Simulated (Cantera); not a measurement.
What does this Cantera script print?

```python
import numpy as np
import cantera as ct

gas_names = """
    CL CL2 H HCL H2 Si SiCL SiCL2 SiCL3 SiCL4 SiH SiHCL3 SiH2 SiH2CL2 SiH3 SiH3CL SiH4 Si2 Si3
""".split()
cond_names = """
    Si(cr) Si(L)
""".split()


# ... load() reads the species with a 1 bar reference pressure and builds the phases ...
atoms = {
    'SiCl4': {'Si': 1, 'CL': 4},
    'HCl': {'H': 1, 'CL': 1},
    'H2': {'H': 2},
}
top_T = {}  # K; cautious upper limits of use, not melting points


# ... equilibrate(T, P, feed) seeds the gas with the atoms and calls Mixture.equilibrate('TP', solver="vcs", rtol=1e-11, max_steps=5000) ...
results = []
feed = {'SiCl4': 1, 'HCl': 0.59, 'H2': 1.9}  # mol
T = 698.15  # K
P = 10000  # Pa
mix = equilibrate(T, P, feed)
results.append((T, P, feed, dict(zip(mix.species_names, mix.species_moles))))
print(gas.report(threshold=0.001))
for i in range(1, mix.n_phases):
    print(f"{mix.phase(i).name:16s} {mix.phase_moles(i):12.5e} mol")
```

It prints:

```
       temperature   698.15 K
          pressure   10000 Pa
           density   0.096367 kg/m^3
  mean mol. weight   55.939 kg/kmol
   phase of matter   gas

                          1 kg             1 kmol
                     ---------------   ---------------
          enthalpy       -3.3207e+06       -1.8575e+08  J
   internal energy       -3.4245e+06       -1.9156e+08  J
           entropy            4767.8         2.667e+05  J/K
    Gibbs function       -6.6493e+06       -3.7195e+08  J
 heat capacity c_p            908.77             50835  J/K
 heat capacity c_v            760.13             42521  J/K

                      mass frac. Y      mole frac. X     chem. pot. / RT
                     ---------------   ---------------   ---------------
               HCL            0.1103           0.16924           -43.437
                H2          0.019614           0.54423           -19.604
             SiCL4           0.86964           0.28635           -160.76
     [  +16 minor]        0.00044165        0.00018241

Si(cr)            0.00000e+00 mol
```

These are equilibrium values from Cantera (NASA tables, ideal gas, pure condensed phases), not measurements of a reactor.
